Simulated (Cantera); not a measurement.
An adiabatic, constant-volume homogeneous reactor starts with CH4 : O2 : N2 : H2O = 1 : 2.6 : 9.77 : 1.3 (molar parts), at 1125 K and 1.00 bar. Integrator tolerance rtol = 1e-08.

Computed with Cantera and GRI-Mech 3.0 (53 species, 325 reactions).

### Question
What does this change do: pressure from 1.00 bar to 5.00 bar?

### Answer
| quantity | before | after |
|---|---|---|
| time of steepest temperature rise | 0.138 s | 24.0 ms |
| temperature at 2.00 s | 2566 K | 2633 K |
| equilibrium temperature | 2566 K | 2633 K |
| x(CH4) at 2.00 s | <1e-12 (gas-phase equilibrium <1e-12) | <1e-12 (gas-phase equilibrium <1e-12) |
| x(O2) at 2.00 s | 0.0388 (gas-phase equilibrium 0.0388) | 0.0368 (gas-phase equilibrium 0.0368) |
| x(H2O) at 2.00 s | 0.209 (gas-phase equilibrium 0.209) | 0.213 (gas-phase equilibrium 0.213) |
| x(O) at 2.00 s | 0.00259 (gas-phase equilibrium 0.00259) | 0.00152 (gas-phase equilibrium 0.00152) |
| x(C2H2) at 2.00 s | <1e-12 (gas-phase equilibrium <1e-12) | <1e-12 (gas-phase equilibrium <1e-12) |
| x(C2H6) at 2.00 s | <1e-12 (gas-phase equilibrium <1e-12) | <1e-12 (gas-phase equilibrium <1e-12) |

### Question
What does this change do: initial temperature 1125 to 1800 K?

### Answer
```tsv
quantity	before	after
time of steepest temperature rise	0.138 s	0.105 ms
temperature at 2.00 s	2566 K	2802 K
equilibrium temperature	2566 K	2802 K
x(CH4) at 2.00 s	<1e-12 (gas-phase equilibrium <1e-12)	<1e-12 (gas-phase equilibrium <1e-12)
x(O2) at 2.00 s	0.0388 (gas-phase equilibrium 0.0388)	0.0425 (gas-phase equilibrium 0.0425)
x(H2O) at 2.00 s	0.209 (gas-phase equilibrium 0.209)	0.184 (gas-phase equilibrium 0.184)
x(O) at 2.00 s	0.00259 (gas-phase equilibrium 0.00259)	0.00893 (gas-phase equilibrium 0.00893)
x(C2H2) at 2.00 s	<1e-12 (gas-phase equilibrium <1e-12)	<1e-12 (gas-phase equilibrium <1e-12)
x(C2H6) at 2.00 s	<1e-12 (gas-phase equilibrium <1e-12)	<1e-12 (gas-phase equilibrium <1e-12)
```
